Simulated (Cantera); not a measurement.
What does this Cantera script print?

```python
import numpy as np
import cantera as ct

gas = ct.Solution("h2o2.yaml")
gas.TPX = 1173, 26000, {'H2': 1.5, 'O2': 1, 'N2': 6.9}
reactor = ct.IdealGasConstPressureReactor(gas, energy="off", clone=False)
net = ct.ReactorNet([reactor])
net.rtol, net.atol = 1e-08, 1e-18
show = ['H2', 'O2', 'OH', 'H2O2', 'O', 'H2O']
times = np.geomspace(7e-05, 1, 15)

steps = ct.SolutionArray(gas, extra=["t"])
rows = []
print(f"{'t/s':>10s}{'T/K':>9s}{'P/Pa':>11s}" + "".join(f"{s:>11s}" for s in show))
for t in times:
    while net.time < t:
        t_next = net.step()
        steps.append(gas.state, t=t_next)
    rows.append([np.interp(t, steps.t, y) for y in (steps.T, steps.P, *steps(*show).X.T)])
    print(f"{t:10.3e}{rows[-1][0]:9.1f}{rows[-1][1]:11.4g}" + "".join(f"{x:11.3e}" for x in rows[-1][2:]))
rate = np.gradient(steps.T, steps.t)
print("integrator steps:", len(steps.t))
if steps.T.max() > steps.T[0] + 200:
    print(f"time of steepest temperature rise: {steps.t[rate.argmax()]:.4e} s")
gas.TPX = 1173, 26000, {'H2': 1.5, 'O2': 1, 'N2': 6.9}
gas.equilibrate("TP")
print(f"equilibrium (TP): T = {gas.T:.1f} K  " + "  ".join(f"{s} {gas[s].X[0]:.3e}" for s in show))
```

Output:

```
       t/s      T/K       P/Pa         H2         O2         OH       H2O2          O        H2O
 7.000e-05   1173.0    2.6e+04  1.596e-01  1.064e-01  1.247e-08  1.072e-10  2.439e-08  1.746e-07
 1.386e-04   1173.0    2.6e+04  1.596e-01  1.064e-01  8.088e-07  2.052e-09  1.580e-06  1.212e-05
 2.746e-04   1173.0    2.6e+04  1.156e-01  8.806e-02  1.865e-03  5.580e-07  3.758e-03  3.140e-02
 5.438e-04   1173.0    2.6e+04  1.388e-02  3.832e-02  2.640e-03  1.355e-06  5.640e-03  1.391e-01
 1.077e-03   1173.0    2.6e+04  5.523e-03  3.158e-02  1.455e-03  1.708e-06  1.637e-03  1.631e-01
 2.133e-03   1173.0    2.6e+04  1.580e-03  2.944e-02  6.795e-04  1.542e-06  3.939e-04  1.709e-01
 4.224e-03   1173.0    2.6e+04  3.779e-04  2.898e-02  3.004e-04  8.806e-07  8.368e-05  1.728e-01
 8.367e-03   1173.0    2.6e+04  8.816e-05  2.890e-02  1.432e-04  3.827e-07  1.887e-05  1.732e-01
 1.657e-02   1173.0    2.6e+04  2.162e-05  2.889e-02  7.476e-05  1.533e-07  4.968e-06  1.733e-01
 3.282e-02   1173.0    2.6e+04  5.926e-06  2.889e-02  4.224e-05  6.189e-08  1.554e-06  1.734e-01
 6.500e-02   1173.0    2.6e+04  1.899e-06  2.890e-02  2.557e-05  2.618e-08  5.662e-07  1.734e-01
 1.287e-01   1173.0    2.6e+04  7.087e-07  2.890e-02  1.636e-05  1.172e-08  2.317e-07  1.734e-01
 2.549e-01   1173.0    2.6e+04  2.969e-07  2.890e-02  1.089e-05  5.501e-09  1.029e-07  1.734e-01
 5.049e-01   1173.0    2.6e+04  1.347e-07  2.890e-02  7.454e-06  2.680e-09  4.828e-08  1.734e-01
 1.000e+00   1173.0    2.6e+04  6.508e-08  2.890e-02  5.219e-06  1.350e-09  2.370e-08  1.734e-01
integrator steps: 1923
equilibrium (TP): T = 1173.0 K  H2 1.441e-08  O2 2.890e-02  OH 2.317e-06  H2O2 2.813e-10  O 4.688e-09  H2O 1.734e-01
```

Detailed kinetics in Cantera: the H2/O2 subset of GRI-Mech 3.0, which has no nitrogen chemistry. The temperature is held fixed by assumption; the heat of reaction is taken as removed at once.
